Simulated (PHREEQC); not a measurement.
# Acid mine or pickling water

Synthetic water in mmol/kgw, 25 °C, pH 3.2: Na 101; K 1.66; Ca 0.744; Mg 2.82; Cl 36; S(6) 37.1.

Valence states are taken as typed.

Equilibrium calculation in PHREEQC: Pitzer model, pitzer.dat.

Each row changes one thing in this solution. Precipitation was switched off in this run.

```csv
case,HSO4- (mol/kgw),SI of Gypsum (CaSO4:2H2O),SI of Mirabilite (Na2SO4:10H2O)
as made,0.000806,-1.23,-3.03
all concentrations times 2 at the same typed pH,0.00122,-0.90,-2.35
Cl from 36 to 72 mmol/kgw,0.000756,-1.24,-3.07
```
